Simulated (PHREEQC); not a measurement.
0.1 mol of Fluorite (CaF2) is brought to equilibrium with 1 kg of water holding 0.01 mol/kgw NaCl, at 25 °C, the pH being set by adding NaOH or HCl. O2 is buffered at 0.21 atm. No CO2 enters from the air. Solids allowed: Fluorite. Others were left out.

Base run: PHREEQC, ion-association model, phreeqc.dat. Each further column changes one thing. The table gives dissolved Ca (mol/kgw).

| pH | base | temperature from 25 to 45 °C | temperature from 25 to 15 °C |
|---|---|---|---|
| 4 | 0.000249 | 0.000301 | 0.000222 |
| 4.75 | 0.000232 | 0.000273 | 0.000209 |
| 5.5 | 0.000229 | 0.000268 | 0.000207 |
| 5.88 | 0.000228 | 0.000268 | 0.000207 |
| 6.62 | 0.000228 | 0.000267 | 0.000206 |
| 7.38 | 0.000228 | 0.000267 | 0.000206 |
| 8.12 | 0.000228 | 0.000267 | 0.000206 |
| 8.5 | 0.000228 | 0.000267 | 0.000206 |
| 9.25 | 0.000228 | 0.000267 | 0.000206 |
| 10 | 0.000229 | 0.000268 | 0.000207 |

 At this temperature some constants are extrapolated from 25 °C, and those without enthalpy data are left unchanged.
